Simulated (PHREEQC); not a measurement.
PHREEQC input (ion-association model, wateq4f.dat):

```
SOLUTION_MASTER_SPECIES
  An  An-  0  An  62.0  # stands for a non-complexing anion
SOLUTION_SPECIES
  An- = An-
    -log_k 0
    -gamma 3.0 0
PHASES
  Fix_H+
    H+ = H+
    -log_k 0
SOLUTION 1
  temp 25
  units mmol/kgw
  pH 7 charge
  Na 50
  An 50
END
SELECTED_OUTPUT 1
  -reset false
  -pH true
  -pe true
  -ionic_strength true
  -water true
  -totals Na
  -molalities Hfo_wOH Hfo_wOH2+ Hfo_wO- Hfo_sOH Hfo_sOH2+ Hfo_sO-
USER_PUNCH 1
  -headings sigma psi
  10 PUNCH EDL("sigma", "Hfo"), EDL("psi", "Hfo")
PRINT
  -reset false
USE solution 1
SURFACE 1
  Hfo_wOH 0.00116854 600 0.52
  Hfo_sOH 2.92135e-05
EQUILIBRIUM_PHASES 1
  Fix_H+ -4 HAn 10
    -force_equality true
  O2(g) -0.68 10
END
# ... the last block is repeated for the other 12 points of pH, with NaOH or the acid as the point needs
```

Selected output (columns that matter, 13 of 13 rows; pH added in front):

```
pH	mu	Na	m_Hfo_wOH	m_Hfo_wOH2+	m_Hfo_wO-	m_Hfo_sOH	m_Hfo_sOH2+	m_Hfo_sO-	sigma	psi
4	0.050593	0.05	0.00023784	0.00092931	1.3945e-06	5.946e-06	2.3233e-05	3.4861e-08	0.29415	0.15961
4.5	0.050423	0.05	0.00040581	0.00075775	4.9787e-06	1.0145e-05	1.8944e-05	1.2447e-07	0.23863	0.149
5	0.050304	0.05	0.00057208	0.00058362	1.2846e-05	1.4302e-05	1.459e-05	3.2116e-07	0.18094	0.13495
5.5	0.050214	0.05	0.0007061	0.00043626	2.6181e-05	1.7652e-05	1.0907e-05	6.5452e-07	0.13	0.11826
6	0.050145	0.05	0.00079825	0.00032543	4.4856e-05	1.9956e-05	8.1358e-06	1.1214e-06	0.088944	0.099363
6.5	0.050093	0.05	0.00085293	0.00024855	6.7052e-05	2.1323e-05	6.2139e-06	1.6763e-06	0.057538	0.078411
7	0.050055	0.05	0.00088087	0.00019781	8.9863e-05	2.2022e-05	4.9452e-06	2.2466e-06	0.034219	0.055528
7.5	0.050027	0.05	0.00089303	0.00016433	0.00011118	2.2326e-05	4.1082e-06	2.7794e-06	0.01685	0.031066
8	0.050005	0.05	0.00089689	0.00014038	0.00013127	2.2422e-05	3.5095e-06	3.2818e-06	0.0028881	0.0056452
8.5	0.050021	0.050038	0.00089547	0.00012005	0.00015301	2.2387e-05	3.0013e-06	3.8253e-06	-0.010448	-0.019955
9	0.050054	0.050096	0.00088762	9.947e-05	0.00018145	2.219e-05	2.4868e-06	4.5363e-06	-0.025988	-0.044927
9.5	0.050114	0.050189	0.0008678	7.7167e-05	0.00022357	2.1695e-05	1.9292e-06	5.5892e-06	-0.04641	-0.068562
10	0.050243	0.050362	0.00082625	5.4308e-05	0.00028798	2.0656e-05	1.3577e-06	7.1995e-06	-0.074075	-0.090376
```
